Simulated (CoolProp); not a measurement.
A Linde-Hampson liquefier for oxygen: isothermal reversible compression at 280 K from 1 atm to 20 MPa, throttling to 1 atm, return gas leaving the recuperator 10 K below the feed. Each further row changes one setting.

The numbers come from the reference Helmholtz-energy equation of state, Schmidt 1985 in CoolProp.

```json
[
 {"case": "as stated", "liquid yield per pass": "0.107", "compression work (kJ/kg of gas)": "375"},
 {"case": "high pressure 40 MPa", "liquid yield per pass": "0.165", "compression work (kJ/kg of gas)": "423"},
 {"case": "warm-end temperature 310 K", "liquid yield per pass": "0.075", "compression work (kJ/kg of gas)": "420"},
 {"case": "warm-end gap 15 K", "liquid yield per pass": "0.096", "compression work (kJ/kg of gas)": "375"}
]
```

Above 300 K oxygen's equation is extrapolated.
